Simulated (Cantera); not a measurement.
# Low-pressure radical oxidation in H2/O2

An isothermal, constant-pressure homogeneous reactor starts with 16.5 % H2, 78.6 % O2, 4.87 % N2, equivalence ratio 0.10, at 975 K and 0.0227 atm.

Cantera simulation using GRI-Mech 3.0 (53 species, 325 reactions); the numbers are that mechanism's predictions, not measurements. Radical loss at walls, strong at low pressure, is not modelled. The temperature is held fixed by assumption; the heat of reaction is taken as removed at once.

| t (s) | x H2 | x O2 | x H2O | x H | x O | x HO2 |
|---|---|---|---|---|---|---|
| 2.00e-5 | 0.165 | 0.786 | <1e-12 | 2.03e-11 | 1.73e-12 | 2.16e-11 |
| 6.07e-5 | 0.165 | 0.786 | 1.08e-11 | 6.16e-11 | 1.40e-11 | 6.59e-11 |
| 0.000184 | 0.165 | 0.786 | 1.91e-10 | 2.65e-10 | 1.18e-10 | 2.04e-10 |
| 0.000558 | 0.165 | 0.786 | 7.87e-9 | 5.33e-9 | 2.94e-9 | 8.01e-10 |
| 0.00169 | 0.165 | 0.786 | 4.22e-5 | 2.64e-5 | 1.47e-5 | 9.99e-7 |
| 0.00514 | 0.00653 | 0.749 | 0.159 | 0.0176 | 0.0135 | 2.59e-5 |
| 0.0156 | 0.000492 | 0.766 | 0.179 | 0.000158 | 0.000832 | 1.22e-5 |
| 0.0473 | 5.63e-5 | 0.767 | 0.180 | 4.00e-6 | 7.48e-5 | 2.84e-6 |
| 0.143 | 6.37e-6 | 0.767 | 0.180 | 1.99e-7 | 1.00e-5 | 5.35e-7 |
| 0.435 | 6.14e-7 | 0.767 | 0.180 | 1.46e-8 | 1.78e-6 | 1.05e-7 |
| 1.32 | 7.45e-8 | 0.767 | 0.180 | 1.55e-9 | 4.03e-7 | 2.51e-8 |
| 4.00 | 1.57e-8 | 0.767 | 0.180 | 2.15e-10 | 1.08e-7 | 7.05e-9 |
x: mole fraction; the columns are a selection and need not sum to one.

Equilibrium at this temperature and pressure: H2 5.55e-11, O2 0.767, H2O 0.180, H <1e-12, O 4.19e-10, HO2 8.53e-10 (gas phase only).
